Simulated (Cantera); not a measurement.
Feed: 1 mol Si3N4, 0.088 mol Si, 5.8 mol H2, 0.34 mol C, held at 30.0 Pa.

Cantera equilibrium calculation (NASA polynomials, part measured and part estimated; ideal gas, pure solids and liquids). Candidate condensed phases: C, C6H6, C7H8, C8H18, Si, SiC, Si3N4; 105 gas species. Mutual solubility and eutectic melting of coexisting phases are not modelled. Gases not in the tables: Si2H6 and higher silanes. Equilibrium is a limit: real reactors are often held back by kinetics, nucleation or transport.

**Question.** What share of the Si ends up in condensed phases as a function of T (K), at 1775, 1825, 1875, 1925, 1975, 2025, 2075, 2125, 2175, 2225, 2275, 2325, 2375?

**Answer.** 
```json
[
 {"T (K)": "1775", "Si condensed (%)": "98.0", "as": "Si(l) + SiC(s)"},
 {"T (K)": "1825", "Si condensed (%)": "95.8", "as": "Si(l) + SiC(s)"},
 {"T (K)": "1875", "Si condensed (%)": "91.4", "as": "Si(l) + SiC(s)"},
 {"T (K)": "1925", "Si condensed (%)": "82.7", "as": "Si(l) + SiC(s)"},
 {"T (K)": "1975", "Si condensed (%)": "65.3", "as": "Si(l) + SiC(s)"},
 {"T (K)": "2025", "Si condensed (%)": "28.4", "as": "Si(l) + SiC(s)"},
 {"T (K)": "2075", "Si condensed (%)": "7.6", "as": "SiC(s)"},
 {"T (K)": "2125", "Si condensed (%)": "6.1", "as": "SiC(s)"},
 {"T (K)": "2175", "Si condensed (%)": "2.3", "as": "SiC(s)"},
 {"T (K)": "2225", "Si condensed (%)": "0.0", "as": "-"},
 {"T (K)": "2275", "Si condensed (%)": "0.0", "as": "-"},
 {"T (K)": "2325", "Si condensed (%)": "0.0", "as": "-"},
 {"T (K)": "2375", "Si condensed (%)": "0.0", "as": "-"}
]
```
